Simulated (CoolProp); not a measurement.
n-perfluorohexane along the isobar 101 kPa: Z from the reference equation and from simpler models built on Tc = 174.9 °C, pc = 1742 kPa, ω = 0.497; each cubic takes its own stable root.

Computed with CoolProp (reference Helmholtz-energy equation of state, Gao 2022).

```csv
T (°C),phase,reference
58.85,gas,0.9389
73.65,gas,0.9480
88.35,gas,0.9553
103.15,gas,0.9614
117.85,gas,0.9663
132.65,gas,0.9705
147.35,gas,0.9741
162.15,gas,0.9771
176.85,gas,0.9797
```

**Question.** How far does each simpler model (Pitzer virial, van der Waals, Redlich-Kwong, Soave-Redlich-Kwong, Peng-Robinson) lie from the reference over these 9 states: mean and median of the absolute difference, and the worst?

**Answer.** 
- Pitzer virial: mean 0.2 %, median 0.1 %, worst -0.4 % at 58.85 °C and 101 kPa
- van der Waals: mean 1.2 %, median 1.0 %, worst +2.7 % at 58.85 °C and 101 kPa
- Redlich-Kwong: mean 0.5 %, median 0.4 %, worst +1.4 % at 58.85 °C and 101 kPa
- Soave-Redlich-Kwong: mean 0.1 %, median 0.1 %, worst +0.4 % at 58.85 °C and 101 kPa
- Peng-Robinson: mean 0.2 %, median 0.2 %, worst -0.2 % at 132.65 °C and 101 kPa
